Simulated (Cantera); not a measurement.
Input (Python, Cantera):

```python
import numpy as np
import cantera as ct

gas = ct.Solution("gri30.yaml")
gas.TPX = 1550, 1333, {'C3H8': 1, 'H2': 8.2, 'N2': 0.096}
reactor = ct.IdealGasConstPressureReactor(gas, energy="off", clone=False)
net = ct.ReactorNet([reactor])
net.rtol, net.atol = 1e-08, 1e-18
show = ['C3H8', 'H2', 'CH3', 'C2H4', 'C2H6', 'C2H2', 'CH4']
times = np.geomspace(0.0004, 3, 10)

steps = ct.SolutionArray(gas, extra=["t"])
rows = []
print(f"{'t/s':>10s}{'T/K':>9s}{'P/Pa':>11s}" + "".join(f"{s:>11s}" for s in show))
for t in times:
    while net.time < t:
        t_next = net.step()
        steps.append(gas.state, t=t_next)
    rows.append([np.interp(t, steps.t, y) for y in (steps.T, steps.P, *steps(*show).X.T)])
    print(f"{t:10.3e}{rows[-1][0]:9.1f}{rows[-1][1]:11.4g}" + "".join(f"{x:11.3e}" for x in rows[-1][2:]))
rate = np.gradient(steps.T, steps.t)
print("integrator steps:", len(steps.t))
if steps.T.max() > steps.T[0] + 200:
    print(f"time of steepest temperature rise: {steps.t[rate.argmax()]:.4e} s")
gas.TPX = 1550, 1333, {'C3H8': 1, 'H2': 8.2, 'N2': 0.096}
gas.equilibrate("TP")
print(f"equilibrium (TP): T = {gas.T:.1f} K  " + "  ".join(f"{s} {gas[s].X[0]:.3e}" for s in show))
```

It prints:

```
       t/s      T/K       P/Pa       C3H8         H2        CH3       C2H4       C2H6       C2H2        CH4
 4.000e-04   1550.0       1333  3.151e-02  8.177e-01  1.817e-02  5.872e-02  2.160e-03  2.212e-03  5.578e-02
 1.078e-03   1550.0       1333  4.217e-04  7.941e-01  6.879e-03  6.666e-02  8.173e-04  2.194e-02  9.690e-02
 2.905e-03   1550.0       1333  1.677e-06  7.990e-01  2.202e-03  4.905e-02  1.913e-04  3.997e-02  9.955e-02
 7.830e-03   1550.0       1333  3.173e-08  8.024e-01  8.985e-04  3.565e-02  5.734e-05  5.280e-02  9.889e-02
 2.110e-02   1550.0       1333  4.951e-09  8.051e-01  4.355e-04  2.381e-02  1.856e-05  6.389e-02  9.778e-02
 5.687e-02   1550.0       1333  1.443e-09  8.076e-01  2.828e-04  1.248e-02  8.460e-06  7.443e-02  9.646e-02
 1.533e-01   1550.0       1333  1.293e-09  8.099e-01  3.068e-04  2.877e-03  8.905e-06  8.352e-02  9.470e-02
 4.130e-01   1550.0       1333  1.885e-09  8.125e-01  3.648e-04  4.896e-04  1.132e-05  8.699e-02  9.099e-02
 1.113e+00   1550.0       1333  1.473e-09  8.183e-01  3.373e-04  4.355e-04  9.520e-06  9.052e-02  8.180e-02
 3.000e+00   1550.0       1333  7.902e-10  8.299e-01  2.762e-04  3.565e-04  6.173e-06  9.759e-02  6.335e-02
integrator steps: 1086
equilibrium (TP): T = 1550.0 K  C3H8 3.672e-13  H2 8.688e-01  CH3 1.105e-05  C2H4 2.339e-04  C2H6 1.617e-08  C2H2 1.162e-01  CH4 1.850e-03
```

Cantera simulation using GRI-Mech 3.0 (53 species, 325 reactions); the numbers are that mechanism's predictions, not measurements. GRI-Mech 3.0 was tuned for natural gas; its chemistry of propane as a main component is partial and can be far from experiment. GRI-Mech 3.0 stops at C3 and has no aromatics, soot or wall deposition, so with more carbon than oxygen in the feed, carbon stays in small species such as C2H2 where larger ones or solid carbon would form. Radical loss at walls, strong at low pressure, is not modelled.
